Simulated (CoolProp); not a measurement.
Saturation properties of R1224YDZ (Tc = 155.5 °C, pc = 3334 kPa, ω = 0.325).

Computed with CoolProp (reference Helmholtz-energy equation of state, Akasaka 2023).

| T (°C) | p (kPa) | vapour density (kg/m³) | enthalpy of vaporisation (kJ/kg) | liquid cp (kJ/(kg K)) |
|---|---|---|---|---|
| 13.15 | 94.84 | 6.209 | 170.3 | 1.126 |
| 16.45 | 107.7 | 7.000 | 168.7 | 1.132 |
| 19.85 | 122.4 | 7.896 | 167.0 | ? |
| 23.15 | 138.0 | 8.850 | 165.4 | 1.146 |
| 26.45 | 155.2 | 9.891 | 163.8 | 1.152 |
| 29.85 | 174.6 | ? | 162.1 | 1.160 |
| 33.15 | ? | 12.30 | 160.4 | 1.167 |
| 36.45 | 217.5 | ? | ? | 1.174 |
| 39.75 | 241.8 | 15.10 | 156.9 | 1.182 |
| 43.15 | 269.0 | 16.73 | 155.1 | ? |
| 46.45 | 297.5 | 18.44 | 153.3 | 1.198 |

Fill in the missing entries.


- 19.85, liquid cp (kJ/(kg K)): 1.139
- 29.85, vapour density (kg/m³): 11.06
- 33.15, p (kPa): 195.2
- 36.45, vapour density (kg/m³): 13.64
- 36.45, enthalpy of vaporisation (kJ/kg): 158.7
- 43.15, liquid cp (kJ/(kg K)): 1.190

It boils at 14.9 °C under 1 atm.
